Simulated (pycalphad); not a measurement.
CALPHAD calculation (pycalphad, COST 507 light-alloy database (1999)), 1 atm. No gas phase is included, though pure Mn would boil below 2077 °C. The data set is of 1999 and partly superseded.

How does the equilibrium phase assembly of Si-75.3Al-2.4Mn (at.%) change on cooling from 2077 °C to 227 °C?


```tsv
T (°C)	phases above	phases below
711.4	liquid	ALMNSI_DELTA + liquid
701.9	ALMNSI_DELTA + liquid	ALMNSI_DELTA + diamond (Si) + liquid
660 ± 2	ALMNSI_DELTA + diamond (Si) + liquid	ALMNSI_ALPHA + diamond (Si) + liquid
576.4	ALMNSI_ALPHA + diamond (Si) + liquid	ALMNSI_ALPHA + diamond (Si) + fcc
```
Changes were sought between steps of 50 K, so a narrower field can be missed.

Database names, with the compositions (at.%) that they take in these runs: ALMNSI_DELTA: Si 50 Al 33 Mn 17; ALMNSI_ALPHA: Al 70 Mn 17 Si 12.
